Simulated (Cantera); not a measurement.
An isothermal, constant-pressure homogeneous reactor starts with H2 : O2 = 0.056 : 0.71 (molar parts), equivalence ratio 0.039, at 1275 K and 2.10 Torr.

Model: the H2/O2 subset of GRI-Mech 3.0, which has no nitrogen chemistry, integrated in Cantera. Radical loss at walls, strong at low pressure, is not modelled. The temperature is held fixed by assumption; the heat of reaction is taken as removed at once.

x: mole fraction; the columns are a selection and need not sum to one.

| t (s) | x H2 | x O2 | x O | x HO2 | x OH |
|---|---|---|---|---|---|
| 0.000700 | 0.0731 | 0.927 | 4.58e-8 | 3.47e-8 | ___ |
| 0.00163 | 0.0731 | 0.927 | 5.32e-7 | 8.12e-8 | ___ |
| 0.00382 | 0.0729 | 0.927 | 8.90e-5 | 2.18e-7 | ___ |
| 0.00891 | 0.00398 | 0.874 | 0.0410 | 8.38e-7 | ___ |
| 0.0208 | 0.00166 | 0.870 | 0.0468 | 7.79e-7 | 0.00589 |
| 0.0485 | 0.00161 | 0.872 | 0.0453 | 7.77e-7 | 0.00581 |
| 0.113 | 0.00150 | 0.876 | 0.0418 | 7.70e-7 | 0.00563 |
| 0.265 | 0.00129 | 0.884 | 0.0348 | 7.51e-7 | 0.00523 |
| 0.618 | 0.000897 | 0.897 | 0.0235 | 6.91e-7 | ___ |
| 1.44 | 0.000430 | 0.912 | 0.0109 | 5.43e-7 | ___ |
| 3.37 | 0.000130 | 0.920 | 0.00323 | 3.11e-7 | ___ |
| 7.86 | 2.99e-5 | 0.923 | 0.000737 | 1.24e-7 | ___ |
| 18.3 | 6.71e-6 | 0.924 | 0.000165 | 4.08e-8 | ___ |
| 42.8 | 1.69e-6 | 0.924 | 4.17e-5 | 1.57e-8 | ___ |
| 100 | 4.99e-7 | 0.924 | 1.23e-5 | 1.10e-8 | ___ |

Q: Some entries are withheld; supply them.

A: 
- 0.000700, x OH: 3.44e-8
- 0.00163, x OH: 3.80e-7
- 0.00382, x OH: 6.31e-5
- 0.00891, x OH: 0.00774
- 0.618, x OH: 0.00440
- 1.44, x OH: 0.00307
- 3.37, x OH: 0.00170
- 7.86, x OH: 0.000814
- 18.3, x OH: 0.000386
- 42.8, x OH: 0.000194
- 100, x OH: 0.000105
